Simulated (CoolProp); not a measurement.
Vapour-liquid equilibrium of m-xylene (1) + o-xylene (2) at 89.35 °C; x and y are mole fractions of (1).

The numbers come from the multi-fluid Helmholtz-energy mixture model, Zhou 2012 and Zhou 2012; pair parameters Bell 2016 in CoolProp.

| x | bubble pressure, mixture model (MPa) | bubble pressure, Raoult's law (MPa) | y, mixture model | y, Raoult's law |
|---|---|---|---|---|
| 0.05 | 0.01826 | 0.01828 | 0.058 | 0.059 |
| 0.125 | 0.01850 | 0.01853 | 0.144 | 0.145 |
| 0.2 | 0.01875 | 0.01878 | 0.228 | 0.228 |
| 0.275 | 0.01900 | 0.01903 | 0.310 | 0.310 |
| 0.35 | 0.01926 | 0.01928 | 0.390 | 0.389 |
| 0.425 | 0.01953 | 0.01953 | 0.468 | 0.467 |
| 0.5 | 0.01979 | 0.01978 | 0.544 | 0.542 |
| 0.575 | 0.02005 | 0.02003 | 0.617 | 0.616 |
| 0.65 | 0.02031 | 0.02028 | 0.688 | 0.687 |
| 0.725 | 0.02057 | 0.02053 | 0.758 | 0.757 |
| 0.8 | 0.02082 | 0.02079 | 0.825 | 0.826 |
| 0.875 | 0.02107 | 0.02104 | 0.892 | 0.892 |
| 0.95 | 0.02130 | 0.02129 | 0.957 | 0.957 |

The largest gap from Raoult's law is +0.2 % in bubble pressure, at x = 0.725. No azeotrope shows between x = 0.05 and 0.95.

Pair parameters are fitted to limited data, so mixtures are less certain than the pure fluids.
